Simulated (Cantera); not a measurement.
A perfectly stirred reactor is fed with 37.9 % H₂, 37.9 % O₂, 24.2 % N₂, equivalence ratio 0.50, at 0.210 bar; it is held at 1225 K, and followed from long to short residence time.

Detailed kinetics in Cantera: the H2/O2 subset of GRI-Mech 3.0, which has no nitrogen chemistry. The temperature is held fixed by assumption; the heat of reaction is taken as removed at once.

Problem. Predict: x(H₂) at τ = 1.90 s; x(O₂) at τ = 1.90 s; x(H) at τ = 1.90 s; x(OH) at τ = 1.90 s; x(H₂O₂) at τ = 1.90 s; x(H₂) at τ = 9.70 ms; x(O₂) at τ = 9.70 ms; x(H) at τ = 9.70 ms; x(OH) at τ = 9.70 ms; x(H₂O₂) at τ = 9.70 ms.

Solution. 
```json
{
 "x(H₂) at τ = 1.90 s": "0.000183",
 "x(O₂) at τ = 1.90 s": "0.234",
 "x(H) at τ = 1.90 s": "4.61e-6",
 "x(OH) at τ = 1.90 s": "0.000370",
 "x(H₂O₂) at τ = 1.90 s": "8.09e-7",
 "x(H₂) at τ = 9.70 ms": "0.00554",
 "x(O₂) at τ = 9.70 ms": "0.234",
 "x(H) at τ = 9.70 ms": "0.000913",
 "x(OH) at τ = 9.70 ms": "0.00225",
 "x(H₂O₂) at τ = 9.70 ms": "5.64e-6"
}
```
